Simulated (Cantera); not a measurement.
A closed system holds: 1 mol Si, 1.6 mol HCl, 3.8 mol H2, held at 1400 °C and 0.100 bar.

Method: chemical equilibrium by Gibbs-energy minimisation in Cantera with the NASA 1993 tables (ideal gas, pure condensed phases). Candidate condensed phases: Si; 19 gas species. The tables' values for SiCl3, SiCl are old estimates; treat these amounts as uncertain. The numbers say what is thermodynamically allowed, not how fast it happens.

Base state: H2 0.788, HCl 0.130, SiCl2 0.0773, SiCl3 0.00330, H 0.000320, SiHCl3 0.000320, SiCl4 0.000294, SiH2Cl2 6.00e-5 (mole fractions); condensed: Si(s).

### Question
What changes in the equilibrium state with this change: pressure from 0.100 bar to 1 atm?

### Answer
| species | before | after |
|---|---|---|
| H2 | 0.788 | 0.797 |
| HCl | 0.130 | 0.122 |
| SiCl2 | 0.0773 | 0.0670 |
| SiH3Cl | 3.40e-6 | 3.26e-5 |
| SiH2Cl2 | 6.00e-5 | 0.000533 |
| SiHCl3 | 0.000320 | 0.00263 |
| Si(s), mol | 0.562 | 0.567 |
